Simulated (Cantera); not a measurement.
Input: 1 mol Fe, 1.5 mol Cl₂, 0.013 mol O₂, held at 1500 K and 0.590 bar.

These are equilibrium values from Cantera (NASA tables, ideal gas, pure condensed phases), not measurements of a reactor. Candidate condensed phases: Fe, FeCl₂, FeCl₃, FeO, Fe₂O₃, Fe₃O₄; 13 gas species. Rates play no part.

Base state: FeCl₃ 0.405, FeCl₂ 0.374, Cl₂ 0.174, Cl 0.0318, O₂ 0.0102, Fe₂Cl₄ 0.00325, Fe₂Cl₆ 0.000941, ClO 6.06e-5 (mole fractions); condensed: gas only.

Task: What changes in the equilibrium state with this change: temperature from 1500 K to 800 K?

Result: 
| species | before | after |
|---|---|---|
| Fe₂Cl₆ | 0.000941 | 0.845 |
| FeCl₃ | 0.405 | 0.107 |
| Cl₂ | 0.174 | 0.0476 |
| FeCl₂ | 0.374 | 8.19e-5 |
| O₂ | 0.0102 | 7.54e-8 |
| Cl | 0.0318 | 2.66e-6 |
| ClO | 6.06e-5 | <1e-9 |
| Fe₂Cl₄ | 0.00325 | 3.41e-6 |
| Fe₂O₃(s), mol | 0 | 0.00867 |
Condensed phases not in the tables: FeOCl.

Task: What changes in the equilibrium state with this change: Cl₂ from 1.5 to 0.054 mol?

Result: 
| species | before | after |
|---|---|---|
| FeCl₂ | 0.374 | 0.977 |
| Fe₂Cl₄ | 0.00325 | 0.0222 |
| FeCl₃ | 0.405 | 0.000703 |
| Cl₂ | 0.174 | 7.68e-8 |
| O₂ | 0.0102 | <1e-9 |
| Cl | 0.0318 | 2.11e-5 |
| Fe₂Cl₆ | 0.000941 | 2.83e-9 |
| ClO | 6.06e-5 | <1e-9 |
| Fe(γ), mol | 0 | 0.920 |
| FeO(s), mol | 0 | 0.0260 |
Mutual solubility and eutectic melting of coexisting phases are not modelled. The tables' stoichiometric FeO is somewhat more stable than real wüstite, so its field is too wide. FeO: taken at fixed stoichiometry.
